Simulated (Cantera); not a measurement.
Predominance diagram of Ca at 327 °C against the partial pressures of O2 and H2O (log10, bar). Standard-state values (1 bar) from the NASA 1993 polynomials, evaluated with Cantera. Candidates: Ca(s), CaO(s), Ca(OH)2(s). Only these pure phases compete in this equilibrium. 

```
log p(H2O) \ log p(O2)
        columns: -67, -63.4, -59.8, -56.3, -52.7, -49.1, -45.5, -41.9, -38.4, -34.8, -31.2, -27.6, -24.1, -20.5, -16.9, -13.3, -9.7, -6.2, -2.6, 1
      0  A A A A A A A A B B B B B B B B B B B B
   -4.2  A A A A A A C C C C C C C C C C C C C C
   -8.5  A A A A C C C C C C C C C C C C C C C C
  -12.8  A C C C C C C C C C C C C C C C C C C C
    -17  C C C C C C C C C C C C C C C C C C C C
  -21.2  C C C C C C C C C C C C C C C C C C C C
  -25.5  C C C C C C C C C C C C C C C C C C C C
  -29.8  C C C C C C C C C C C C C C C C C C C C
    -34  C C C C C C C C C C C C C C C C C C C C
```

A: out of reach (another gas would pass 10 bar, or a non-metal would condense); B: Ca(OH)2(s); C: CaO(s).
